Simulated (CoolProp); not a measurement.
The fluid at 293.15 K and 0.0328 MPa is compressed adiabatically to 0.182 MPa with isentropic efficiency 0.75. The same conditions are run with several fluids, on thermodynamics alone (safety and materials aside).

The numbers come from the reference Helmholtz-energy equation of state of each fluid (R11: Jacobsen 1992; R1336mzz(E): Akasaka 2023; ammonia: Gao 2020; R114: Platzer 1990; n-perfluorobutane: Gao 2022) in CoolProp. The equations of Platzer and Polt are older, rougher fits.

```tsv
fluid	work (kJ/kg)	final temperature (K)	final density (kg/m³)
R11	[?]	368.4	8.42
R1336mzz(E)	[?]	337.5	[?]
ammonia	398	471.3	[?]
R114	[?]	342.7	11.3
n-perfluorobutane	[?]	321.9	17.0
```

Some entries are withheld; supply them.


- R11, work (kJ/kg): 43.5
- R1336mzz(E), work (kJ/kg): 34.9
- R1336mzz(E), final density (kg/m³): 11.2
- ammonia, final density (kg/m³): 0.794
- R114, work (kJ/kg): 33.9
- n-perfluorobutane, work (kJ/kg): 23.6
